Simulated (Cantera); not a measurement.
An isothermal, constant-pressure homogeneous reactor starts with 0.198 % CO, 0.929 % O2, 0.0287 % H2O, 98.8 % N2, at 1350 K and 5.00 bar.

Cantera simulation using GRI-Mech 3.0 (53 species, 325 reactions); the numbers are that mechanism's predictions, not measurements.

Task: Predict: x(CO) at 50.0 s; x(O2) at 50.0 s; x(H2O) at 50.0 s; x(NO) at 50.0 s; x(N2O) at 50.0 s.

Result: 
* **x(CO) at 50.0 s**: 3.92e-9 (gas-phase equilibrium 3.93e-9)
* **x(O2) at 50.0 s**: 0.00831 (gas-phase equilibrium 0.00825)
* **x(H2O) at 50.0 s**: 0.000287 (gas-phase equilibrium 0.000287)
* **x(NO) at 50.0 s**: 1.07e-6 (gas-phase equilibrium 0.000121)
* **x(N2O) at 50.0 s**: 1.97e-8 (gas-phase equilibrium 1.96e-8)
